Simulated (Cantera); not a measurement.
Input: 1 mol CaF2, 0.22 mol H2, 0.44 mol N2, equilibrated at 1925 K and 2.50 mbar.

Cantera equilibrium calculation (NASA polynomials, part measured and part estimated; ideal gas, pure solids and liquids). Candidate condensed phases: Ca, CaF2; 25 gas species. Equilibrium is a limit: real reactors are often held back by kinetics, nucleation or transport.

Base state: CaF2 0.550, N2 0.259, H2 0.105, HF 0.0424, CaF 0.0337, H 0.00620, Ca 0.00433 (mole fractions); condensed: gas only.

Q: What changes in the equilibrium state with this change: temperature from 1925 K to 1273 K?

A: 
```csv
species,before,after
N2,0.259,0.667
H2,0.105,0.333
H,0.00620,8.23e-6
CaF2,0.550,2.56e-6
CaF,0.0337,8.25e-7
HF,0.0424,7.99e-6
Ca,0.00433,3.58e-6
"CaF2(s), mol",0,1.000
```
